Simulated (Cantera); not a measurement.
Charge: 1 mol MgO, 0.082 mol H2S, 0.036 mol H2O, at 1550 K and 50.0 mbar.

Cantera equilibrium calculation (NASA polynomials, part measured and part estimated; ideal gas, pure solids and liquids). Candidate condensed phases: H2O, H2SO4, Mg, MgO, Mg(OH)2, MgS, MgSO4, S; 26 gas species. Rates play no part.

Base state: H2 0.425, H2O 0.235, S2 0.207, H2S 0.124, SH 0.00582, SO2 0.00192, SO 0.000734, S2O 0.000314 (mole fractions); condensed: MgO(s).

Task: What changes in the equilibrium state with this change: H2S from 0.082 to 0.73 mol?

Result: 
```csv
species,before,after
H2,0.425,0.525
S2,0.207,0.261
H2S,0.124,0.172
H2O,0.235,0.0344
SO2,0.00192,3.00e-5
SO,0.000734,9.73e-5
S2O,0.000314,4.67e-5
SH,0.00582,0.00726
S,0.000145,0.000163
"MgO(s), mol",1.00,1.000
```

Task: What changes in the equilibrium state with this change: H2O from 0.036 to 8.1 mol?

Result: 
```tsv
species	before	after
H2O	0.235	0.960
H2	0.425	0.0297
SO2	0.00192	0.00984
S2	0.207	4.67e-7
H2S	0.124	1.30e-5
S2O	0.000314	4.14e-8
SH	0.00582	2.31e-6
S	0.000145	2.18e-7
MgO(s), mol	1.00	1.000
```

Task: What changes in the equilibrium state with this change: temperature from 1550 K to 1825 K?

Result: 
| species | before | after |
|---|---|---|
| H2 | 0.425 | 0.485 |
| S2 | 0.207 | 0.222 |
| H2O | 0.235 | 0.212 |
| H2S | 0.124 | 0.0508 |
| SH | 0.00582 | 0.0153 |
| Mg | 1.27e-7 | 4.45e-5 |
| OH | 1.71e-6 | 4.18e-5 |
| H | 9.18e-5 | 0.00137 |
| S | 0.000145 | 0.00191 |
| SO | 0.000734 | 0.00561 |
| MgO(s), mol | 1.00 | 1.000 |
